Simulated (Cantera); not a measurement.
An adiabatic, constant-volume homogeneous reactor starts with 24.9 % CO, 1.19 % H₂, 15.5 % O₂, 58.4 % N₂, equivalence ratio 0.84, at 1423 K and 1.00 atm.

Detailed kinetics in Cantera: GRI-Mech 3.0 (53 species, 325 reactions).

x: mole fraction; the columns are a selection and need not sum to one.

| t (s) | T (K) | P (bar) | x CO | x H₂ | x O₂ | x NO | x NO₂ | x CO₂ |
|---|---|---|---|---|---|---|---|---|
| 6.00e-6 | 1423 | 1.01 | 0.249 | 0.0119 | 0.155 | <1e-12 | <1e-12 | 3.75e-7 |
| 2.88e-5 | 1423 | 1.01 | 0.248 | 0.0118 | 0.155 | 1.08e-11 | <1e-12 | 0.000140 |
| 0.000138 | ? | 1.47 | ? | ? | ? | ? | ? | ? |
| 0.000660 | 2836 | 1.86 | 0.0958 | 0.000625 | 0.0641 | 0.00705 | 3.50e-6 | 0.174 |
| 0.00316 | 2835 | 1.86 | 0.0940 | 0.000624 | 0.0586 | 0.0179 | 8.44e-6 | 0.176 |
| 0.0152 | 2835 | 1.86 | 0.0940 | 0.000625 | 0.0585 | 0.0182 | 8.56e-6 | 0.176 |
| 0.0727 | 2835 | 1.86 | 0.0940 | 0.000625 | 0.0585 | 0.0182 | 8.56e-6 | 0.176 |
| 0.348 | 2835 | 1.86 | 0.0940 | 0.000625 | 0.0585 | 0.0182 | 8.56e-6 | 0.176 |
| 1.67 | 2835 | 1.86 | 0.0940 | 0.000625 | 0.0585 | 0.0182 | 8.56e-6 | 0.176 |
| 8.00 | 2835 | 1.86 | 0.0940 | 0.000625 | 0.0585 | 0.0182 | 8.56e-6 | 0.176 |

Task: Complete the blanks.

Result: 
- 0.000138, T (K): 2141
- 0.000138, x CO: 0.139
- 0.000138, x H₂: 0.000899
- 0.000138, x O₂: 0.0766
- 0.000138, x NO: 8.38e-5
- 0.000138, x NO₂: 5.57e-8
- 0.000138, x CO₂: 0.118
